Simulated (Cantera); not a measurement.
**Adiabatic ignition**

An adiabatic, constant-pressure homogeneous reactor starts with CO : H₂ : O₂ : N₂ = 1 : 0.17 : 0.713 : 2.68 (molar parts), equivalence ratio 0.82, at 1425 K and 6230 Torr.

Detailed kinetics in Cantera: GRI-Mech 3.0 (53 species, 325 reactions). The hydrogen kinetics of GRI-Mech 3.0 are dated; newer H2 mechanisms differ, most at raised pressure.

| t (s) | T (K) | x CO | x H₂ | x O₂ | x NO₂ | x H₂O₂ | x CO₂ | x N₂O |
|---|---|---|---|---|---|---|---|---|
| 3.00e-6 | 1427 | 0.219 | 0.0367 | 0.156 | <1e-12 | 1.49e-6 | 0.000227 | 2.10e-9 |
| 8.58e-6 | 2164 | 0.125 | 0.00302 | 0.0824 | 1.02e-7 | 6.16e-7 | 0.105 | 1.78e-6 |
| 2.45e-5 | 2715 | 0.0711 | 0.00191 | 0.0605 | 8.37e-7 | 2.48e-7 | 0.169 | 2.16e-6 |
| 7.02e-5 | 2853 | 0.0555 | 0.00144 | 0.0533 | 2.60e-6 | 3.12e-7 | 0.187 | 2.27e-6 |
| 0.000201 | 2851 | 0.0548 | 0.00142 | 0.0507 | 7.06e-6 | 3.07e-7 | 0.188 | 2.29e-6 |
| 0.000574 | 2842 | 0.0545 | 0.00143 | 0.0476 | 1.26e-5 | 2.95e-7 | 0.188 | 2.37e-6 |
| 0.00164 | 2839 | 0.0545 | 0.00143 | 0.0465 | 1.46e-5 | 2.91e-7 | 0.189 | 2.42e-6 |
| 0.00470 | 2839 | 0.0545 | 0.00143 | 0.0465 | 1.46e-5 | 2.90e-7 | 0.189 | 2.42e-6 |
| 0.0134 | 2839 | 0.0545 | 0.00143 | 0.0465 | 1.46e-5 | 2.90e-7 | 0.189 | 2.42e-6 |
| 0.0385 | 2839 | 0.0545 | 0.00143 | 0.0465 | 1.46e-5 | 2.90e-7 | 0.189 | 2.42e-6 |
| 0.110 | 2839 | 0.0545 | 0.00143 | 0.0465 | 1.46e-5 | 2.90e-7 | 0.189 | 2.42e-6 |
| 0.315 | 2839 | 0.0545 | 0.00143 | 0.0465 | 1.46e-5 | 2.90e-7 | 0.189 | 2.42e-6 |
| 0.900 | 2839 | 0.0545 | 0.00143 | 0.0465 | 1.46e-5 | 2.90e-7 | 0.189 | 2.42e-6 |
x: mole fraction; the columns are a selection and need not sum to one.

The time of steepest temperature rise is 4.99 µs and the temperature at 0.900 s comes out as 2839 K. The equilibrium temperature is 2839 K and the x(CO) at 0.900 s comes out as 0.0545 (gas-phase equilibrium 0.0545). The x(H₂) at 0.900 s comes out as 0.00143 (gas-phase equilibrium 0.00143). The x(O₂) at 0.900 s comes out as 0.0465 (gas-phase equilibrium 0.0465).
